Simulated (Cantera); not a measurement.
Feed: 1 mol Fe, 5.4 mol H2O, 9.7 mol CO, held at 0.133 bar.

Method: chemical equilibrium by Gibbs-energy minimisation in Cantera with the NASA 1993 tables (ideal gas, pure condensed phases). Candidate condensed phases: C, C6H6, C7H8, C8H18, Fe, Fe(CO)5, FeO, Fe(OH)2, Fe(OH)3, Fe2O3, Fe3O4, H2O; 114 gas species. The tables' stoichiometric FeO is somewhat more stable than real wüstite, so its field is too wide. FeO: taken at fixed stoichiometry. Equilibrium is a limit: real reactors are often held back by kinetics, nucleation or transport.

### Question
At 1898 K, list the 6 most abundant gas species with their mole fractions, and the condensed phases.

### Answer
CO 0.524, H2 0.183, H2O 0.173, CO2 0.118, H 0.000917, Fe 0.000398. Condensed: FeO(l).
